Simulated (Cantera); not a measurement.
Gas mixture: 38.6 % CO, 32.6 % C2H6, 28.8 % CH3OH, at 0.00819 atm, frozen composition.

Cantera's kinetic-theory transport with the Lennard-Jones parameters of GRI-Mech 3.0, ideal gas; thermal conductivity in the mixture-averaged form. Polar gases are described roughly by these parameters. The composition is frozen, though it would react at the higher temperatures.

One state of this run: ρ (kg/m³) = 0.00271; cp (J/kg/K) = 2745; μ (µPa s) = 34.6; λ (mW/m/K) = 111; Pr = 0.854; D (cm²/s) CH3 = 220; D (cm²/s) C2H2 = 167; D (cm²/s) H2 = 728. D: mixture-averaged diffusion coefficient of that species in the mixture.

### Question
Which value of T (K) does it belong to?
A) 1100
B) 1200
C) 500
D) 900

### Answer
A, 1100
